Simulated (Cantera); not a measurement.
A perfectly stirred reactor is fed with CH4 : H2O = 1 : 2.2 (molar parts), at 3830 Torr; it is held at 2050 K, and followed from long to short residence time.

Computed with Cantera and GRI-Mech 3.0 (53 species, 325 reactions).

x: mole fraction; the columns are a selection and need not sum to one.

```csv
τ (s),x CH4,x H2O,x CH3,x OH,x CH2O
0.32,0.00241,0.221,6.18e-5,3.17e-5,(withheld)
0.14,0.00437,0.227,0.000113,3.26e-5,(withheld)
0.063,0.00727,0.236,0.000189,3.44e-5,(withheld)
0.028,0.0115,0.255,0.000302,3.75e-5,(withheld)
0.013,0.0168,0.282,0.000452,4.24e-5,(withheld)
0.0057,0.0243,0.323,0.000674,5.01e-5,(withheld)
0.0025,0.0340,0.373,0.000983,6.04e-5,(withheld)
0.0011,0.0469,0.428,0.00141,7.24e-5,(withheld)
0.00051,0.0629,0.477,0.00197,8.43e-5,(withheld)
```

Problem. Some entries are withheld; supply them.

Solution. 
- 0.32, x CH2O: 5.37e-7
- 0.14, x CH2O: 8.19e-7
- 0.063, x CH2O: 1.29e-6
- 0.028, x CH2O: 2.12e-6
- 0.013, x CH2O: 3.51e-6
- 0.0057, x CH2O: 6.23e-6
- 0.0025, x CH2O: 1.12e-5
- 0.0011, x CH2O: 1.99e-5
- 0.00051, x CH2O: 3.33e-5
